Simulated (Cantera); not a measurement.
What does this Cantera script print?

```python
import numpy as np
import cantera as ct

gas_names = """
    C CH CH2 CH3 CH2OH CH3O CH4 CH3OH CO COS CO2 COOH CS CS2 C2 C2H CHCO,ketyl C2H2,acetylene
    C2H2,vinylidene CH2CO,ketene C2H3,vinyl CH3CO,acetyl C2H4 C2H4O,ethylen CH3CHO,ethanal CH3COOH
    (HCOOH)2 C2H5 C2H6 CH3OCH3 C2H5OH C2O C3 C3H3,propargyl C3H4,allene C3H4,propyne C3H4,cyclo-
    C3H5,allyl C3H6,propylene C3H6,cyclo- C3H6O C3H7,n-propyl C3H7,i-propyl C3H8 C3H8O,1propanol
    C3H8O,2propanol C3O2 C4 C4H2 C4H4,1,3-cyclo- C4H6,butadiene C4H6,2-butyne C4H6,cyclo- C4H8,1-butene
    C4H8,cis2-buten C4H8,tr2-butene C4H8,isobutene C4H8,cyclo- (CH3COOH)2 C4H9,n-butyl C4H9,i-butyl
    C4H9,s-butyl C4H9,t-butyl C4H10,isobutane C4H10,n-butane C5 C5H6,1,3cyclo- C5H8,cyclo-
    C5H10,1-pentene C5H10,cyclo- C5H11,pentyl C5H11,t-pentyl C5H12,n-pentane C5H12,i-pentane
    CH3C(CH3)2CH3 C6H2 C6H5,phenyl C6H5O,phenoxy C6H6 C6H5OH,phenol C6H10,cyclo- C6H12,1-hexene
    C6H12,cyclo- C6H13,n-hexyl C7H7,benzyl C7H8 C7H8O,cresol C7H14,1-heptene C7H15,n-heptyl
    C7H16,n-heptane C8H8,styrene C8H10,ethylbenz C8H16,1-octene C8H17,n-octyl C8H18,isooctane
    C8H18,n-octane C9H19,n-nonyl C10H8,naphthale C10H21,n-decyl C12H9,o-bipheny C12H10,bipheny Fe FeC5O5
    FeO Fe(OH)2 H HCO HO2 H2 HCHO,formaldehy HCOOH H2O H2O2 H2S H2SO4 O OH O2 O3 S SH SO SO2 SO3 S2 S2O
    S8
""".split()
cond_names = """
    C(gr) C6H6(L) C7H8(L) C8H18(L),n-octa Fe(a) Fe(c) Fe(d) Fe(L) FeC5O5(L) FeO(s) FeO(L) Fe(OH)2(s)
    Fe(OH)3(s) FeS(a) FeS(b) FeS(c) FeS(L) FeSO4(s) FeS2(s) Fe2O3(s) Fe2S3O12(s) Fe3O4(s) H2O(s) H2O(L)
    H2SO4(L) S(cr1) S(cr2) S(L)
""".split()


def load(file, names, dense=False):
    # The tables refer to 1 bar. Condensed volumes are neglected.
    table = {s.name: s for s in ct.Species.list_from_file(file)}
    out = []
    for n in names:
        d = dict(table[n].input_data)
        d["thermo"] = dict(d["thermo"], **{"reference-pressure": 1e5})
        if dense:
            d["equation-of-state"] = {"model": "constant-volume", "density": "1e6 g/cm^3"}
        out.append(ct.Species.from_dict(d))
    return out


gas = ct.Solution(thermo="ideal-gas", species=load("nasa_gas.yaml", gas_names))
cond = {s.name: ct.Solution(thermo="fixed-stoichiometry", species=[s], name=s.name)
        for s in load("nasa_condensed.yaml", cond_names, dense=True)}
atoms = {
    'Fe': {'Fe': 1},
    'CO2': {'C': 1, 'O': 2},
    'H2': {'H': 2},
    'H2S': {'H': 2, 'S': 1},
}
top_T = {'C(gr)': 4500, 'FeSO4(s)': 950, 'FeS2(s)': 1010, 'Fe2O3(s)': 1830, 'Fe2S3O12(s)': 1100, 'Fe3O4(s)': 1870}  # K; cautious upper limits of use, not melting points


def equilibrate(T, P, feed):
    n = {}
    for name, mol in feed.items():
        for a, k in atoms[name].items():
            n[a] = n.get(a, 0.0) + k * mol
    gas.TPX = T, P, n
    mass = sum(n.values()) * gas.mean_molecular_weight
    gas.equilibrate("TP")
    valid = [c for c in cond.values() if c.min_temp <= T <= top_T.get(c.name, c.max_temp)]
    mix = ct.Mixture([(gas, mass / gas.mean_molecular_weight)] + [(c, 0.0) for c in valid])
    mix.T, mix.P = T, P
    mix.equilibrate("TP", solver="vcs", rtol=1e-11, max_steps=5000)
    return mix


results = []
feed = {'Fe': 1, 'CO2': 12, 'H2': 130, 'H2S': 1.1}  # mol
T = 1023.15  # K
P = 17  # Pa
mix = equilibrate(T, P, feed)
results.append((T, P, feed, dict(zip(mix.species_names, mix.species_moles))))
print(gas.report(threshold=1e-06))
for i in range(1, mix.n_phases):
    print(f"{mix.phase(i).name:16s} {mix.phase_moles(i):12.5e} mol")
```

It prints:

```
       temperature   1023.1 K
          pressure   17 Pa
           density   1.1137e-05 kg/m^3
  mean mol. weight   5.5731 kg/kmol
   phase of matter   gas

                          1 kg             1 kmol
                     ---------------   ---------------
          enthalpy       -1.4212e+06       -7.9205e+06  J
   internal energy       -2.9477e+06       -1.6427e+07  J
           entropy             45775        2.5511e+05  J/K
    Gibbs function       -4.8256e+07       -2.6893e+08  J
 heat capacity c_p            5666.8             31582  J/K
 heat capacity c_v            4174.9             23267  J/K

                      mass frac. Y      mole frac. X     chem. pot. / RT
                     ---------------   ---------------   ---------------
                CO           0.37738          0.075086           -49.922
               COS        3.3637e-05        3.1207e-06           -68.494
               CO2          0.069238          0.008768           -88.137
                H2           0.30384           0.83995           -26.417
               H2O           0.24273          0.075089           -64.632
               H2S         0.0067613         0.0011058           -44.989
     [ +121 minor]        1.5739e-05        2.0797e-06

C(gr)             0.00000e+00 mol
Fe(a)             5.90711e-02 mol
FeC5O5(L)         0.00000e+00 mol
FeO(s)            0.00000e+00 mol
Fe(OH)2(s)        0.00000e+00 mol
Fe(OH)3(s)        0.00000e+00 mol
FeS(c)            9.40929e-01 mol
Fe2O3(s)          0.00000e+00 mol
Fe2S3O12(s)       0.00000e+00 mol
Fe3O4(s)          0.00000e+00 mol
S(L)              0.00000e+00 mol
```

Equilibrium computed with Cantera from the NASA thermochemical tables; the gas is ideal and each condensed phase is pure. Mutual solubility and eutectic melting of coexisting phases are not modelled. FeS: taken at fixed stoichiometry.
